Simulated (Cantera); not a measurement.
Charge: 1 mol V, 2.6 mol N2O, 0.91 mol N2, held at 10000 Pa.

These are equilibrium values from Cantera (NASA tables, ideal gas, pure condensed phases), not measurements of a reactor. Candidate condensed phases: V, VN, VO, V2O3, V2O4, V2O5; 13 gas species. Condensed phases not in the tables: the oxides between V2O3 and V2O5 other than VO2. The numbers say what is thermodynamically allowed, not how fast it happens.

x: gas mole fraction; n: condensed amount in mol.

```tsv
T (K)	x N2	x O2	x VO2	x NO	n V2O4(s)	n V2O4(l)
1450	0.921	0.0784	2.74e-7	0.000628	0.500	0
1500	0.921	0.0783	9.45e-7	0.000808	0.500	0
1550	0.921	0.0782	3.01e-6	0.00102	0.500	0
1600	0.921	0.0781	8.85e-6	0.00128	0.500	0
1650	0.920	0.0779	___	___	0.500	0
1700	0.920	0.0778	6.29e-5	0.00191	0.500	0
1750	0.920	0.0775	0.000153	0.00229	0.500	0
1800	0.920	0.0773	0.000355	0.00272	0.499	0
1850	0.919	0.0770	0.000733	0.00321	0	0.499
1900	0.918	0.0766	0.00140	0.00374	0	0.497
1950	0.917	0.0762	___	___	0	0.495
2000	0.914	0.0756	0.00461	0.00495	0	0.491
2050	0.911	0.0748	0.00795	0.00562	0	0.485
```

### Question
What belongs in the gaps?

### Answer

- 1950, x VO2: 0.00259
- 1950, x NO: 0.00432
- 1650, x VO2: 2.44e-5
- 1650, x NO: 0.00157
